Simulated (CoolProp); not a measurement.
A single-stage vapour-compression cycle with the fluid: evaporating at 242.15 K (dew point), condensing at 304.15 K (bubble point), superheat 5 K, subcooling 8 K, compressor efficiency 0.9, no pressure losses. The same conditions are run with several fluids, on thermodynamics alone (safety and materials aside).

The numbers come from the reference Helmholtz-energy equation of state of each fluid (hydrogen chloride: Thol 2018; C3F8 (R218): Lemmon 2006; R1224YDZ: Akasaka 2023; R410A: Lemmon 2003; CH3F (R41): Lemmon 2006; sulfur dioxide: Gao 2016) in CoolProp. Blends and air are pseudo-pure fits.

```tsv
fluid	cooling COP	pressure ratio	discharge temperature (K)	refrigerating effect (kJ/kg)	volumetric capacity (kJ/m³)
hydrogen chloride	2.39	5.18	405.6	271	5760
C3F8 (R218)	2.18	7.78	304.1	49.2	625
R1224YDZ	(withheld)	15.9	316.2	134	112
R410A	2.68	7.50	347.5	178	1750
CH3F (R41)	(withheld)	5.55	374.9	280	4270
sulfur dioxide	(withheld)	13.2	436.6	337	383
```

**Question.** Fill in the missing entries.

**Answer.** 
- R1224YDZ, cooling COP: 2.90
- CH3F (R41), cooling COP: 2.37
- sulfur dioxide, cooling COP: 2.80

The compression ends wet for: C3F8 (R218).
